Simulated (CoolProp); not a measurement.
Properties of R152A along the isobar 7.23 MPa.

The numbers come from the reference Helmholtz-energy equation of state, Outcalt 1996 in CoolProp. It is a modified Benedict-Webb-Rubin equation, recast in Helmholtz form.

| T (°C) | phase | expansivity (1/kK) | viscosity (µPa s) |
|---|---|---|---|
| 94.15 | liquid | 5.278 | 84.2 |
| 103.05 | liquid | 6.395 | 75.5 |
| 111.85 | liquid | 8.168 | 67.2 |
| 120.75 | supercritical | 11.46 | ___ |
| 129.55 | supercritical | 18.26 | 49.9 |
| 138.45 | supercritical | 27.71 | 38.7 |
| 147.25 | supercritical | ___ | 30.0 |
| 156.05 | supercritical | 18.46 | ___ |
| 164.95 | supercritical | 13.54 | 23.4 |
| 173.75 | supercritical | ___ | 22.3 |
| 182.65 | supercritical | ___ | 21.6 |
| 191.45 | supercritical | 7.445 | 21.3 |
| 200.35 | supercritical | 6.507 | 21.1 |
| 209.15 | supercritical | 5.805 | 21.0 |
| 218.05 | supercritical | 5.248 | 21.0 |
| 226.85 | supercritical | ___ | 21.0 |

Task: Fill in the missing entries.

Result: 
- 120.75, viscosity (µPa s): 58.9
- 147.25, expansivity (1/kK): 25.56
- 156.05, viscosity (µPa s): 25.6
- 173.75, expansivity (1/kK): 10.62
- 182.65, expansivity (1/kK): 8.726
- 226.85, expansivity (1/kK): 4.805

Viscosity comes from a separate model (Bell 2016), an estimate that may be off by 10 % or more.
